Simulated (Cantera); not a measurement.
Input: 1 mol HI, 0.049 mol O2, at 43.0 Pa.

These are equilibrium values from Cantera (NASA tables, ideal gas, pure condensed phases), not measurements of a reactor. Candidate condensed phases: H2O, I2; 12 gas species. The numbers say what is thermodynamically allowed, not how fast it happens. All values below are at 998 K.

Base state: I 0.413, HI 0.332, H2 0.153, H2O 0.0778, I2 0.0247 (mole fractions); condensed: gas only.

Problem. What changes in the equilibrium state with this change: HI replaced by HCl?

Solution. 
| species | before | after |
|---|---|---|
| HCl | 0 | 0.902 |
| H2O | 0.0778 | 0.0328 |
| Cl2 | 0 | 0.0311 |
| I | 0.413 | 0 |
| HI | 0.332 | 0 |
| H2 | 0.153 | <1e-9 |
| O2 | <1e-9 | 0.0310 |
| I2 | 0.0247 | 0 |
| Cl | 0 | 0.00321 |
